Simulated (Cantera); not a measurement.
An adiabatic, constant-pressure homogeneous reactor starts with CH4 : O2 : N2 = 1 : 1.82 : 6.84 (molar parts), equivalence ratio 1.1, at 1700 K and 1000000 Pa. Integrator tolerance rtol = 1e-08.

Computed with Cantera and GRI-Mech 3.0 (53 species, 325 reactions). Above 3000 K some thermodynamic fits are extrapolated.

Q: What does this change do: pressure from 1000000 Pa to 100000 Pa?

A: 
| quantity | before | after |
|---|---|---|
| time of steepest temperature rise | 34.9 µs | 0.222 ms |
| temperature at 0.100 s | 3000 K | 2819 K |
| equilibrium temperature | 3000 K | 2819 K |
| x(CH4) at 0.100 s | <1e-12 (gas-phase equilibrium <1e-12) | <1e-12 (gas-phase equilibrium <1e-12) |
| x(O2) at 0.100 s | 0.00997 (gas-phase equilibrium 0.00997) | 0.0148 (gas-phase equilibrium 0.0148) |
| x(CO2) at 0.100 s | 0.0478 (gas-phase equilibrium 0.0478) | 0.0411 (gas-phase equilibrium 0.0411) |
| x(C2H6) at 0.100 s | <1e-12 (gas-phase equilibrium <1e-12) | <1e-12 (gas-phase equilibrium <1e-12) |
| x(H2) at 0.100 s | 0.0230 (gas-phase equilibrium 0.0230) | 0.0285 (gas-phase equilibrium 0.0285) |
| x(C2H) at 0.100 s | <1e-12 (gas-phase equilibrium <1e-12) | <1e-12 (gas-phase equilibrium <1e-12) |

Q: What does this change do: N2 6.84 to 4.9 parts?

A: 
| quantity | before | after |
|---|---|---|
| time of steepest temperature rise | 34.9 µs | 27.2 µs |
| temperature at 0.100 s | 3000 K | 3125 K |
| equilibrium temperature | 3000 K | 3125 K |
| x(CH4) at 0.100 s | <1e-12 (gas-phase equilibrium <1e-12) | <1e-12 (gas-phase equilibrium <1e-12) |
| x(O2) at 0.100 s | 0.00997 (gas-phase equilibrium 0.00997) | 0.0153 (gas-phase equilibrium 0.0153) |
| x(CO2) at 0.100 s | 0.0478 (gas-phase equilibrium 0.0478) | 0.0519 (gas-phase equilibrium 0.0519) |
| x(C2H6) at 0.100 s | <1e-12 (gas-phase equilibrium <1e-12) | <1e-12 (gas-phase equilibrium <1e-12) |
| x(H2) at 0.100 s | 0.0230 (gas-phase equilibrium 0.0230) | 0.0324 (gas-phase equilibrium 0.0324) |
| x(C2H) at 0.100 s | <1e-12 (gas-phase equilibrium <1e-12) | <1e-12 (gas-phase equilibrium <1e-12) |
